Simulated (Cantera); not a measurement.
Charge: 1 mol Pb, 0.27 mol H2S, 8.3 mol N2, equilibrated at 825 °C and 12.0 bar.

Method: chemical equilibrium by Gibbs-energy minimisation in Cantera with the NASA 1993 tables (ideal gas, pure condensed phases). Candidate condensed phases: Pb, PbS, S; 18 gas species. Mutual solubility and eutectic melting of coexisting phases are not modelled. Rates play no part.

Base state: N2 0.968, H2 0.0303, H2S 0.00115, PbS 7.61e-5, NH3 2.00e-5 (mole fractions); condensed: Pb(l) + PbS(s).

Problem. What changes in the equilibrium state with this change: temperature from 825 °C to 1677 °C?

Solution. 
```tsv
species	before	after
N2	0.968	0.886
Pb	9.76e-6	0.0565
H2	0.0303	0.0283
PbS	7.61e-5	0.0282
Pb2	<1e-9	0.000205
H	1.25e-9	5.57e-5
SH	6.75e-8	7.33e-5
S2	4.50e-8	4.66e-5
Pb(l), mol	0.740	0.203
PbS(s), mol	0.259	0
```

Problem. What changes in the equilibrium state with this change: temperature from 825 °C to 1650 °C?

Solution. 
| species | before | after |
|---|---|---|
| N2 | 0.968 | 0.894 |
| Pb | 9.76e-6 | 0.0484 |
| H2 | 0.0303 | 0.0285 |
| PbS | 7.61e-5 | 0.0284 |
| Pb2 | <1e-9 | 0.000160 |
| H | 1.25e-9 | 4.59e-5 |
| Pb(l), mol | 0.740 | 0.284 |
| PbS(s), mol | 0.259 | 0 |
